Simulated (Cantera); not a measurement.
Cantera run, input and output.

```python
import numpy as np
import cantera as ct

gas = ct.Solution("gri30.yaml")
gas.TPX = 1775, 38000, {'CH4': 1, 'CO': 0.24, 'O2': 6.42, 'N2': 24.2}
reactor = ct.IdealGasReactor(gas, energy="on", clone=False)
net = ct.ReactorNet([reactor])
net.rtol, net.atol = 1e-08, 1e-16
show = ['CH4', 'CO', 'O2', 'NO2', 'CH3', 'OH']
times = np.geomspace(2e-06, 5, 12)

steps = ct.SolutionArray(gas, extra=["t"])
rows = []
print(f"{'t/s':>10s}{'T/K':>9s}{'P/Pa':>11s}" + "".join(f"{s:>11s}" for s in show))
for t in times:
    while net.time < t:
        t_next = net.step()
        steps.append(gas.state, t=t_next)
    rows.append([np.interp(t, steps.t, y) for y in (steps.T, steps.P, *steps(*show).X.T)])
    print(f"{t:10.3e}{rows[-1][0]:9.1f}{rows[-1][1]:11.4g}" + "".join(f"{x:11.3e}" for x in rows[-1][2:]))
rate = np.gradient(steps.T, steps.t)
print("integrator steps:", len(steps.t))
if steps.T.max() > steps.T[0] + 200:
    print(f"time of steepest temperature rise: {steps.t[rate.argmax()]:.4e} s")
gas.TPX = 1775, 38000, {'CH4': 1, 'CO': 0.24, 'O2': 6.42, 'N2': 24.2}
gas.equilibrate("UV")
print(f"equilibrium (UV): T = {gas.T:.1f} K  " + "  ".join(f"{s} {gas[s].X[0]:.3e}" for s in show))
```

It prints:

```
       t/s      T/K       P/Pa        CH4         CO         O2        NO2        CH3         OH
 2.000e-06   1775.0    3.8e+04  3.139e-02  7.533e-03  2.015e-01  4.403e-20  1.382e-06  2.619e-07
 7.632e-06   1775.0    3.8e+04  3.138e-02  7.533e-03  2.015e-01  8.242e-18  7.891e-06  8.840e-07
 2.913e-05   1774.8    3.8e+04  3.134e-02  7.532e-03  2.015e-01  8.188e-16  4.045e-05  1.675e-06
 1.112e-04   1774.9    3.8e+04  3.101e-02  7.533e-03  2.013e-01  1.036e-13  2.606e-04  7.974e-06
 4.242e-04   2267.1  4.956e+04  1.779e-19  1.054e-02  1.273e-01  1.011e-08  5.466e-18  1.434e-02
 1.619e-03   2472.8  5.338e+04  1.108e-19  5.580e-03  1.300e-01  4.327e-07  2.163e-18  1.189e-02
 6.178e-03   2495.3  5.376e+04  1.087e-19  4.689e-03  1.289e-01  2.239e-06  1.886e-18  1.098e-02
 2.357e-02   2482.4  5.345e+04  9.523e-20  4.469e-03  1.254e-01  6.135e-06  1.598e-18  1.051e-02
 8.997e-02   2475.0  5.328e+04  8.802e-20  4.345e-03  1.234e-01  8.347e-06  1.449e-18  1.024e-02
 3.433e-01   2474.8  5.327e+04  8.787e-20  4.342e-03  1.233e-01  8.394e-06  1.446e-18  1.023e-02
 1.310e+00   2474.8  5.327e+04  8.787e-20  4.342e-03  1.233e-01  8.394e-06  1.446e-18  1.023e-02
 5.000e+00   2474.8  5.327e+04  8.787e-20  4.342e-03  1.233e-01  8.394e-06  1.446e-18  1.023e-02
integrator steps: 1534
time of steepest temperature rise: 3.0396e-04 s
equilibrium (UV): T = 2474.8 K  CH4 1.338e-19  CO 4.342e-03  O2 1.233e-01  NO2 8.394e-06  CH3 2.202e-18  OH 1.023e-02
```

Model: GRI-Mech 3.0 (53 species, 325 reactions), integrated in Cantera.
